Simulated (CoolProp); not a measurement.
Properties of R152A along the isobar 134 bar (Tc = 386.4 K, pc = 45.17 bar, ω = 0.275).

Computed with CoolProp (reference Helmholtz-energy equation of state, Outcalt 1996). It is a modified Benedict-Webb-Rubin equation, recast in Helmholtz form.

```csv
T (K),phase,speed of sound (m/s),viscosity (µPa s),conductivity (mW/(m K)),fugacity coefficient
212.9,liquid,1128,568,150,0.001721
253.9,liquid,949.0,320,129,0.01335
294.9,liquid,778.3,202,111,0.05184
335.9,liquid,615.5,135,95.9,___
377,liquid,461.2,91.9,___,0.2541
418,supercritical,325.6,63.3,70.7,0.4012
459,supercritical,244.2,___,60.8,0.5445
500,supercritical,234.2,31.5,54.5,0.6608
```

Question: Complete the blanks.

Answer: 
- 335.9, fugacity coefficient: 0.1318
- 377, conductivity (mW/(m K)): 82.5
- 459, viscosity (µPa s): 42.7

Viscosity comes from a separate model (Bell 2016), an estimate that may be off by 10 % or more. Thermal conductivity comes from a separate model (Krauss 1996).
